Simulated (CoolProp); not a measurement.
Properties of carbon dioxide along the isobar 0.323 MPa.

Values from CoolProp's reference Helmholtz-energy equation of state, Span 1996.

| T (K) | phase | speed of sound (m/s) | expansivity (1/kK) | viscosity (µPa s) | conductivity (mW/(m K)) | fugacity coefficient |
|---|---|---|---|---|---|---|
| 277.8 | gas | 258.0 | 3.853 | 14.0 | 15.2 | 0.9798 |
| 295.8 | gas | 265.9 | 3.573 | 14.8 | 16.6 | 0.9836 |
| 313.8 | gas | 273.5 | 3.335 | 15.7 | 18.0 | 0.9865 |
| 331.8 | gas | 280.8 | 3.131 | 16.5 | 19.4 | 0.9888 |
| 349.8 | gas | 287.9 | 2.953 | 17.4 | 20.8 | 0.9906 |
| 367.8 | gas | 294.8 | 2.795 | 18.2 | 22.2 | 0.9921 |
| 385.8 | gas | 301.5 | 2.655 | 19.0 | 23.7 | 0.9933 |
| 403.7 | gas | 308.0 | 2.529 | 19.8 | 25.1 | 0.9944 |

Viscosity comes from a separate model (Laesecke 2017). Thermal conductivity comes from a separate model (Huber 2016).
